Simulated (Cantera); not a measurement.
A perfectly stirred reactor is fed with 44.6 % CH₄, 29.9 % CO₂, 25.4 % H₂, at 1500 Torr; it is held at 1400 K, and followed from long to short residence time.

Detailed kinetics in Cantera: GRI-Mech 3.0 (53 species, 325 reactions).

Predict: x(CH₄) at τ = 2.00 s; x(CO₂) at τ = 2.00 s; x(H₂) at τ = 2.00 s; x(CH₄) at τ = 12.0 ms; x(CO₂) at τ = 12.0 ms; x(H₂) at τ = 12.0 ms.


```
Quantity               Value
---------------------  -----
x(CH₄) at τ = 2.00 s   0.319
x(CO₂) at τ = 2.00 s   0.179
x(H₂) at τ = 2.00 s    0.263
x(CH₄) at τ = 12.0 ms  0.445
x(CO₂) at τ = 12.0 ms  0.298
x(H₂) at τ = 12.0 ms   0.254
```
